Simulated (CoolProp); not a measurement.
R123 along the isotherm 327.2 K: density (kg/m³) from the reference equation and from simpler models built on Tc = 456.8 K, pc = 3.662 MPa, ω = 0.282; each cubic takes its own stable root.

Model: reference Helmholtz-energy equation of state, Younglove 1994, in CoolProp. It is a modified Benedict-Webb-Rubin equation, recast in Helmholtz form.

| p (MPa) | phase | reference | Soave-Redlich-Kwong | Peng-Robinson |
|---|---|---|---|---|
| 0.572 | liquid | 1388 | 1257 | 1424 |
| 1.14 | liquid | 1390 | 1261 | 1427 |
| 1.72 | liquid | 1393 | 1264 | 1431 |
| 2.29 | liquid | 1395 | 1268 | 1434 |
| 2.86 | liquid | 1397 | 1271 | 1437 |
| 3.43 | liquid | 1399 | 1275 | 1441 |
| 4.01 | liquid | 1401 | 1278 | 1444 |
| 4.58 | liquid | 1403 | 1281 | 1447 |
| 5.15 | liquid | 1405 | 1284 | 1450 |
| 5.72 | liquid | 1407 | 1287 | 1453 |
| 6.29 | liquid | 1409 | 1290 | 1456 |
| 6.87 | liquid | 1411 | 1293 | 1459 |
| 7.44 | liquid | 1413 | 1296 | 1461 |
| 8.01 | liquid | 1415 | 1298 | 1464 |
| 8.58 | liquid | 1417 | 1301 | 1467 |
| 9.15 | liquid | 1419 | 1304 | 1469 |
